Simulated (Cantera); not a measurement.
Charge: 1 mol B2H6, 75 mol H2, 0.2 mol N2, 0.49 mol H2O, at 0.000490 bar.

These are equilibrium values from Cantera (NASA tables, ideal gas, pure condensed phases), not measurements of a reactor. Candidate condensed phases: B, BN, B2O3, B3O3H3, H2O; 39 gas species. The feed counts by its element totals alone. N2 is the only nitrogen source here; it is nearly inert below about 1500 K, so the nitride shown seldom forms there in practice. Mutual solubility and eutectic melting of coexisting phases are not modelled. Equilibrium is a limit: real reactors are often held back by kinetics, nucleation or transport.

Question: Which condensed phases are stable at each of these points (T (K)): 1273, 1373, 1473, 1573, 1673, 1773, 1873, 1973, 2073, 2173, 2273?

Answer: 
```
T (K)  condensed phases  B condensed (%)
-----  ----------------  ---------------
1273       B(s) + BN(s)             75.8
1373       B(s) + BN(s)             75.6
1473       B(s) + BN(s)             75.5
1573       B(s) + BN(s)             75.4
1673       B(s) + BN(s)             75.3
1773               B(s)             75.0
1873               B(s)             74.5
1973               B(s)             73.1
2073               B(s)             68.8
2173               B(s)             53.7
2273           gas only              0.0
```

From 1273 K to 1673 K the condensed part is B(s) + BN(s). From 1773 K to 2173 K the condensed part is B(s). At 2273 K nothing is condensed.
